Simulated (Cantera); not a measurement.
**Equilibrium for boron, boron nitride and boron oxide: BCl3 + O2 + H2**

Input: 1 mol BCl3, 3.1 mol O2, a varied amount of H2, equilibrated at 1800 K and 7.50 Torr.

Equilibrium computed with Cantera from the NASA thermochemical tables; the gas is ideal and each condensed phase is pure. Candidate condensed phases: B, B2O3, B3O3H3, H2O; 33 gas species. The tables' values for BOCl are old estimates; treat these amounts as uncertain. Kinetics and transport are ignored.

From 1.5 mol H2 to 110 mol H2 nothing is condensed. The main B-bearing gas is HBO2 throughout.

```csv
n(H2) (mol),x H2,x H2O,x HCl,x O2,x Cl,x HBO2,x B2O3
1.5,2.95e-5,0.0320,0.321,0.341,0.162,0.105,0.0253
2.6,0.000154,0.143,0.373,0.252,0.0825,0.131,0.00883
4.5,0.000602,0.358,0.362,0.103,0.0405,0.126,0.00327
7.6,0.146,0.438,0.309,2.61e-6,0.00222,0.100,0.00169
13,0.452,0.281,0.199,1.12e-7,0.000811,0.0640,0.00107
22,0.656,0.176,0.124,2.09e-8,0.000421,0.0398,0.000662
38,0.792,0.106,0.0746,5.17e-9,0.000230,0.0236,0.000389
65,0.874,0.0633,0.0445,1.52e-9,0.000131,0.0139,0.000224
110,0.923,0.0381,0.0266,4.95e-10,7.60e-5,0.00810,0.000127
```
x: gas mole fraction; nothing condenses.
